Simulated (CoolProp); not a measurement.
Tetradecamethylhexasiloxane (MD4M) along the isobar 46.2 bar: fugacity coefficient from the reference equation and from simpler models built on Tc = 653.2 K, pc = 8.286 bar, ω = 0.800; each cubic takes its own stable root.

Model: reference Helmholtz-energy equation of state, Thol 2019, in CoolProp.

| T (K) | phase | reference |
|---|---|---|
| 513.2 | liquid | 0.02643 |
| 520.3 | liquid | 0.03086 |
| 527.4 | liquid | 0.03579 |
| 534.6 | liquid | 0.04132 |
| 541.7 | liquid | 0.04732 |
| 548.8 | liquid | 0.05388 |
| 555.9 | liquid | 0.06102 |
| 563 | liquid | 0.06874 |
| 570.2 | liquid | 0.07717 |
| 577.3 | liquid | 0.08609 |
| 584.4 | liquid | 0.09559 |
| 591.5 | liquid | 0.1057 |
| 598.6 | liquid | 0.1164 |
| 605.8 | liquid | 0.1278 |
| 612.9 | liquid | 0.1396 |
| 620 | liquid | 0.1520 |

**Question.** How far does each simpler model (van der Waals, Redlich-Kwong, Soave-Redlich-Kwong, Peng-Robinson) lie from the reference over these 16 states: mean and median of the absolute difference, and the worst?

**Answer.** 
- van der Waals: mean 232.5 %, median 197.7 %, worst +508.0 % at 513.2 K and 46.2 bar
- Redlich-Kwong: mean 94.2 %, median 83.5 %, worst +192.2 % at 513.2 K and 46.2 bar
- Soave-Redlich-Kwong: mean 11.6 %, median 11.5 %, worst +14.3 % at 620 K and 46.2 bar
- Peng-Robinson: mean 1.6 %, median 1.4 %, worst +2.7 % at 620 K and 46.2 bar
